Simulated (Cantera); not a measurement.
Input: 1 mol SiF4, 0.44 mol O3, 1.5 mol H2, equilibrated at 775 °C and 0.00133 bar.

Cantera equilibrium calculation (NASA polynomials, part measured and part estimated; ideal gas, pure solids and liquids). Candidate condensed phases: H2O, Si, SiO2; 38 gas species. Rates play no part.

Base state: HF 0.715, SiF4 0.150, H2O 0.0764, H2 0.0591 (mole fractions); condensed: SiO2(β-quartz).

Task: What changes in the equilibrium state with this change: H2 from 1.5 to 19 mol?

Result: 
```
species              before    after
-------------------  ------  -------
H2                   0.0591    0.858
HF                    0.715    0.117
SiF4                  0.150   0.0193
H2O                  0.0764  0.00568
SiO2(β-quartz), mol   0.544    0.602
```

Task: What changes in the equilibrium state with this change: pressure from 0.00133 bar to 0.120 bar?

Result: 
```json
[
 {"species": "HF", "before": "0.715", "after": "0.460"},
 {"species": "SiF4", "before": "0.150", "after": "0.239"},
 {"species": "H2O", "before": "0.0764", "after": "0.237"},
 {"species": "H2", "before": "0.0591", "after": "0.0637"},
 {"species": "SiO2(β-quartz), mol", "before": "0.544", "after": "0.325"}
]
```
